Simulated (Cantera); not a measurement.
A Cantera script and what it prints.

```python
import numpy as np
import cantera as ct

gas_names = [...]  # 113 gases of nasa_gas.yaml made of C, H, O, Ta
cond_names = """
    C(gr) C6H6(L) C7H8(L) C8H18(L),n-octa H2O(s) H2O(L) Ta(cr) Ta(L) TaC(s) TaC(L) Ta2O5(s) Ta2O5(L)
""".split()


# ... load() reads the species with a 1 bar reference pressure and builds the phases ...
atoms = {
    'Ta': {'Ta': 1},
    'CO2': {'C': 1, 'O': 2},
    'H2': {'H': 2},
}
top_T = {'C(gr)': 4500}  # K; cautious upper limits of use, not melting points


# ... equilibrate(T, P, feed) seeds the gas with the atoms and calls Mixture.equilibrate('TP', solver="vcs", rtol=1e-11, max_steps=5000) ...
results = []
feed = {'Ta': 1, 'CO2': 0.15, 'H2': 34}  # mol
P = 590000  # Pa
for T in [925, 1125, 1325, 1525, 1725, 1925, 2125, 2325, 2525, 2725]:
    mix = equilibrate(T, P, feed)
    results.append((T, P, feed, dict(zip(mix.species_names, mix.species_moles))))

top = {s: max(r[3][s] / sum(r[3][g] for g in gas_names) for r in results) for s in gas_names}
cols = sorted((s for s in top if top[s] > 0.0001), key=lambda s: -top[s])[:5]
seen = [c for c in cond_names if any(r[3].get(c, 0) > 1e-12 for r in results)]
print("log10 of partial pressures in bar; condensed amounts in mol")
print(f"{'T/K':>10s}" + "".join(f"{s[:9]:>10s}" for s in cols + seen))
for T, P, feed, n in results:
    ng = sum(n[g] for g in gas_names)
    print(f"{T:10.4g}" + "".join(f"{np.log10(max(n[s] / ng * P / 1e5, 1e-99)):10.3f}" for s in cols)
          + "".join(f"{n.get(c, 0):10.4g}" for c in seen))
```

It prints:

```
log10 of partial pressures in bar; condensed amounts in mol
       T/K        H2         H        CO       H2O    Ta(cr)    TaC(s)  Ta2O5(s)  Ta2O5(L)
       925     0.771    -9.199   -15.515    -6.609      0.73      0.15      0.06         0
      1125     0.771    -6.967   -11.148    -5.034      0.73      0.15   0.05999         0
      1325     0.771    -5.401    -8.122    -3.954    0.7303      0.15   0.05987         0
      1525     0.771    -4.241    -5.907    -3.170    0.7316      0.15   0.05922         0
      1725     0.771    -3.346    -4.220    -2.578    0.7366    0.1496   0.05688         0
      1925     0.770    -2.635    -2.895    -2.116     0.758    0.1426   0.04969         0
      2125     0.768    -2.056    -1.848    -1.767    0.8845   0.06788         0   0.02376
      2325     0.765    -1.576    -1.588    -1.591    0.9995         0         0         0
      2525     0.762    -1.171    -1.589    -1.599    0.9982         0         0         0
      2725     0.756    -0.827    -1.592    -1.621    0.9944         0         0         0
```

These are equilibrium values from Cantera (NASA tables, ideal gas, pure condensed phases), not measurements of a reactor. Mutual solubility and eutectic melting of coexisting phases are not modelled. TaC: taken at fixed stoichiometry. Condensed phases not in the tables: Ta2C, N, O or C dissolved in the metal.
